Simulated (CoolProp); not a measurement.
The numbers come from the reference Helmholtz-energy equation of state, Lemmon 2006 in CoolProp. It is a short technical equation, of lower accuracy than the large ones.

Question: For C3F8 (R218), give the phase and the density (kg/m³), cp (kJ/(kg K)), expansivity (1/kK), conductivity (mW/(m K)) at 166.85 °C and 18 bar; 166.85 °C and 36 bar; 166.85 °C and 42 bar.

Answer: 
- 166.85 °C and 18 bar: gas; density 102, cp 1.02, expansivity 3.33, conductivity 26.3
- 166.85 °C and 36 bar: supercritical; density 229, cp 1.09, expansivity 4.96, conductivity 28.5
- 166.85 °C and 42 bar: supercritical; density 277, cp 1.12, expansivity 5.57, conductivity 29.3

Thermal conductivity comes from a separate model (Huber 2003), an estimate that may be off by 10 % or more.
